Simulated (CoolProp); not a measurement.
Vapour-liquid equilibrium of acetone (1) + methanol (2) at 34.85 °C; x and y are mole fractions of (1).

The numbers come from the multi-fluid Helmholtz-energy mixture model, Lemmon 2006 and de Reuck 1993; pair parameters Bell 2016 in CoolProp.

| x | bubble pressure, mixture model (MPa) | bubble pressure, Raoult's law (MPa) | y, mixture model | y, Raoult's law |
|---|---|---|---|---|
| 0.05 | 0.03076 | 0.02874 | 0.136 | 0.080 |
| 0.15 | 0.03524 | 0.03058 | 0.311 | 0.227 |
| 0.25 | 0.03844 | 0.03243 | 0.424 | 0.357 |
| 0.35 | 0.04082 | 0.03427 | 0.508 | 0.472 |
| 0.45 | 0.04267 | 0.03611 | 0.579 | 0.576 |
| 0.55 | 0.04413 | 0.03795 | 0.645 | 0.670 |
| 0.65 | 0.04525 | 0.03979 | 0.710 | 0.755 |
| 0.75 | 0.04606 | 0.04164 | 0.780 | 0.833 |
| 0.85 | 0.04650 | 0.04348 | 0.857 | 0.904 |
| 0.95 | 0.04648 | 0.04532 | 0.947 | 0.969 |

The largest gap from Raoult's law is +19.1 % in bubble pressure, at x = 0.35. y crosses x between x = 0.85 and 0.95: the model has an azeotrope there.

The pair parameters rest on a limited set of measurements; away from them the model extrapolates.
